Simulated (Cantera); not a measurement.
Cantera run:

```python
import numpy as np
import cantera as ct

gas_names = """
    C CO COS CO2 CS CS2 C2 C2O C3 C3O2 C4 C5 O O2 O3 S SO SO2 SO3 S2 S2O S8
""".split()
cond_names = """
    C(gr) S(cr1) S(cr2) S(L)
""".split()


# ... load() reads the species with a 1 bar reference pressure and builds the phases ...
atoms = {
    'CO2': {'C': 1, 'O': 2},
    'SO2': {'S': 1, 'O': 2},
}
top_T = {'C(gr)': 4500}  # K; cautious upper limits of use, not melting points


# ... equilibrate(T, P, feed) seeds the gas with the atoms and calls Mixture.equilibrate('TP', solver="vcs", rtol=1e-11, max_steps=5000) ...
results = []
feed = {'CO2': 1, 'SO2': 0.03}  # mol
P = 110000  # Pa
for T in [700, 900, 1100, 1300, 1500, 1700, 1900, 2100, 2300, 2500, 2700, 2900]:
    mix = equilibrate(T, P, feed)
    results.append((T, P, feed, dict(zip(mix.species_names, mix.species_moles))))
    x = sorted(zip(gas.X, gas.species_names), reverse=True)
    print(f"T = {T:g} K  P = {P:g} Pa  gas = {mix.phase_moles(0):.4g} mol")
    print("   x: " + "  ".join(f"{s} {v:.3e}" for v, s in x if v > 1e-06))
    print("   condensed (mol): " + ("  ".join(f"{mix.phase(i).name} {mix.phase_moles(i):.4g}"
          for i in range(1, mix.n_phases) if mix.phase_moles(i) > 1e-12) or "none"))
```

Output:

```
T = 700 K  P = 110000 Pa  gas = 1.03 mol
   x: CO2 9.709e-01  SO2 2.913e-02
   condensed (mol): none
T = 900 K  P = 110000 Pa  gas = 1.03 mol
   x: CO2 9.709e-01  SO2 2.913e-02
   condensed (mol): none
T = 1100 K  P = 110000 Pa  gas = 1.03 mol
   x: CO2 9.709e-01  SO2 2.912e-02  CO 4.909e-06  SO3 4.788e-06
   condensed (mol): none
T = 1300 K  P = 110000 Pa  gas = 1.03 mol
   x: CO2 9.708e-01  SO2 2.911e-02  CO 3.931e-05  SO3 1.343e-05  O2 1.298e-05
   condensed (mol): none
T = 1500 K  P = 110000 Pa  gas = 1.03 mol
   x: CO2 9.704e-01  SO2 2.911e-02  CO 3.496e-04  O2 1.678e-04  SO3 1.478e-05
   condensed (mol): none
T = 1700 K  P = 110000 Pa  gas = 1.031 mol
   x: CO2 9.679e-01  SO2 2.908e-02  CO 2.006e-03  O2 9.978e-04  SO3 1.468e-05  SO 5.313e-06  O 1.346e-06
   condensed (mol): none
T = 1900 K  P = 110000 Pa  gas = 1.034 mol
   x: CO2 9.590e-01  SO2 2.897e-02  CO 7.954e-03  O2 3.973e-03  SO 2.507e-05  O 1.793e-05  SO3 1.447e-05
   condensed (mol): none
T = 2100 K  P = 110000 Pa  gas = 1.043 mol
   x: CO2 9.352e-01  SO2 2.867e-02  CO 2.392e-02  O2 1.192e-02  O 1.447e-04  SO 8.814e-05  SO3 1.412e-05
   condensed (mol): none
T = 2300 K  P = 110000 Pa  gas = 1.061 mol
   x: CO2 8.844e-01  CO 5.790e-02  O2 2.867e-02  SO2 2.800e-02  O 8.018e-04  SO 2.490e-04  SO3 1.349e-05
   condensed (mol): none
T = 2500 K  P = 110000 Pa  gas = 1.096 mol
   x: CO2 7.953e-01  CO 1.170e-01  O2 5.712e-02  SO2 2.676e-02  O 3.302e-03  SO 5.944e-04  SO3 1.239e-05  S 3.326e-06
   condensed (mol): none
T = 2700 K  P = 110000 Pa  gas = 1.153 mol
   x: CO2 6.661e-01  CO 2.013e-01  O2 9.592e-02  SO2 2.475e-02  O 1.066e-02  SO 1.242e-03  S 1.445e-05  SO3 1.073e-05
   condensed (mol): none
T = 2900 K  P = 110000 Pa  gas = 1.234 mol
   x: CO2 5.111e-01  CO 2.996e-01  O2 1.370e-01  O 2.802e-02  SO2 2.193e-02  SO 2.325e-03  S 5.321e-05  SO3 8.601e-06
   condensed (mol): none
```

These are equilibrium values from Cantera (NASA tables, ideal gas, pure condensed phases), not measurements of a reactor.
